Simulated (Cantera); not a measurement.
Reactions in the system N-O-V

Source: NASA polynomial tables (part measured, part estimated), evaluated in Cantera. Values are per mole of reaction as written; species without (g) are pure solids or liquids, kept so even where they would boil at 1 bar. VN: taken at fixed stoichiometry.

8 V + 3 N2O(g) = V2O3 + 6 VN

| T (K) | ΔH° (kJ) | ΔS° (J/K) | ΔG° (kJ) | log10 K |
|---|---|---|---|---|
| 1550 | -2703.6 | -492.0 | -1941.0 | 65.41 |
| 1600 | -2701.0 | -490.4 | -1916.4 | 62.56 |
| 1650 | -2698.5 | -488.8 | -1891.9 | 59.89 |
| 1700 | -2696.0 | -487.3 | -1867.5 | 57.38 |
| 1750 | -2693.5 | -485.9 | -1843.2 | 55.01 |
| 1800 | -2691.1 | -484.6 | -1818.9 | 52.78 |
| 1850 | -2688.8 | -483.3 | -1794.7 | 50.67 |
| 1900 | -2686.4 | -482.0 | -1770.6 | 48.68 |
| 1950 | -2684.2 | -480.9 | -1746.5 | 46.78 |
| 2000 | -2682.1 | -479.8 | -1722.5 | 44.99 |
| 2050 | -2680.0 | -478.8 | -1698.5 | 43.28 |

N2O(g) + V2O3 = V2O4 + N2(g)

```json
[
 {"T (K)": "1550", "ΔH° (kJ)": "-281.0", "ΔS° (J/K)": "5.4", "ΔG° (kJ)": "-289.3", "log10 K": "9.75", "condensed phases": "V2O3(s), V2O4(s)"},
 {"T (K)": "1600", "ΔH° (kJ)": "-281.3", "ΔS° (J/K)": "5.2", "ΔG° (kJ)": "-289.6", "log10 K": "9.45", "condensed phases": "V2O3(s), V2O4(s)"},
 {"T (K)": "1650", "ΔH° (kJ)": "-281.7", "ΔS° (J/K)": "4.9", "ΔG° (kJ)": "-289.8", "log10 K": "9.18", "condensed phases": "V2O3(s), V2O4(s)"},
 {"T (K)": "1700", "ΔH° (kJ)": "-282.1", "ΔS° (J/K)": "4.7", "ΔG° (kJ)": "-290.1", "log10 K": "8.91", "condensed phases": "V2O3(s), V2O4(s)"},
 {"T (K)": "1750", "ΔH° (kJ)": "-282.6", "ΔS° (J/K)": "4.4", "ΔG° (kJ)": "-290.3", "log10 K": "8.67", "condensed phases": "V2O3(s), V2O4(s)"},
 {"T (K)": "1800", "ΔH° (kJ)": "-283.1", "ΔS° (J/K)": "4.1", "ΔG° (kJ)": "-290.5", "log10 K": "8.43", "condensed phases": "V2O3(s), V2O4(s)"},
 {"T (K)": "1850", "ΔH° (kJ)": "-170.4", "ΔS° (J/K)": "66.1", "ΔG° (kJ)": "-292.8", "log10 K": "8.27", "condensed phases": "V2O3(s), V2O4(l)"},
 {"T (K)": "1900", "ΔH° (kJ)": "-169.3", "ΔS° (J/K)": "66.8", "ΔG° (kJ)": "-296.1", "log10 K": "8.14", "condensed phases": "V2O3(s), V2O4(l)"},
 {"T (K)": "1950", "ΔH° (kJ)": "-168.2", "ΔS° (J/K)": "67.3", "ΔG° (kJ)": "-299.4", "log10 K": "8.02", "condensed phases": "V2O3(s), V2O4(l)"},
 {"T (K)": "2000", "ΔH° (kJ)": "-167.2", "ΔS° (J/K)": "67.8", "ΔG° (kJ)": "-302.8", "log10 K": "7.91", "condensed phases": "V2O3(s), V2O4(l)"},
 {"T (K)": "2050", "ΔH° (kJ)": "-166.3", "ΔS° (J/K)": "68.2", "ΔG° (kJ)": "-306.2", "log10 K": "7.80", "condensed phases": "V2O3(s), V2O4(l)"}
]
```

VN + 3 V2O5 = 7 VO2(g) + NO(g)

```
T (K)  ΔH° (kJ)  ΔS° (J/K)  ΔG° (kJ)  log10 K
-----  --------  ---------  --------  -------
1550     2919.0     1166.3    1111.1   -37.44
1600     2909.1     1160.1    1053.0   -34.37
1650     2899.3     1154.1     995.1   -31.50
1700     2889.5     1148.2     937.5   -28.81
1750     2879.7     1142.5     880.3   -26.27
1800     2869.9     1137.0     823.3   -23.89
1850     2860.1     1131.6     766.6   -21.64
1900     2850.3     1126.4     710.1   -19.52
1950     2840.5     1121.3     653.9   -17.52
2000     2830.7     1116.3     598.0   -15.62
2050     2820.8     1111.5     542.3   -13.82
```
